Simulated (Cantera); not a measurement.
## Catalytic combustion on Pt

An isothermal plug-flow reactor at 1048 K and 4.40 bar (inlet), inlet velocity 0.092 m/s, active area per volume 600 1/m; feed CH₄ : O₂ : N₂ = 0.0072 : 0.2 : 0.79 (molar parts), equivalence ratio 0.072.

Model: Deutschmann's 1995 Pt surface mechanism with GRI-Mech 3.0 gas chemistry, integrated in Cantera. Catalytic surfaces can have several steady states; this one follows from the mechanism file's or the stated starting coverage. Mass transfer to the wall is taken as infinitely fast.

```tsv
z (m)	x CH₄	x O₂	x H₂O	x CO₂	x CO	θ free Pt	θ O*	θ OH*
0.00052	0.00646	0.199	0.00151	0.000749	3.10e-6	0.141	0.858	0.00110
0.001	0.00581	0.198	0.00278	0.00137	2.88e-6	0.141	0.858	0.00148
0.0019	0.00471	0.196	0.00489	0.00239	3.22e-6	0.141	0.857	0.00196
0.0038	0.00252	0.192	0.00905	0.00439	1.22e-5	0.141	0.856	0.00266
0.0073	0.000706	0.188	0.0129	0.00635	2.57e-6	0.142	0.855	0.00318
0.014	9.36e-5	0.186	0.0142	0.00706	3.52e-7	0.142	0.855	0.00334
0.027	2.01e-6	0.186	0.0144	0.00719	3.97e-8	0.142	0.855	0.00336
0.052	1.38e-9	0.186	0.0144	0.00721	6.44e-9	0.142	0.855	0.00337
```
x: gas mole fraction; θ: surface coverage.
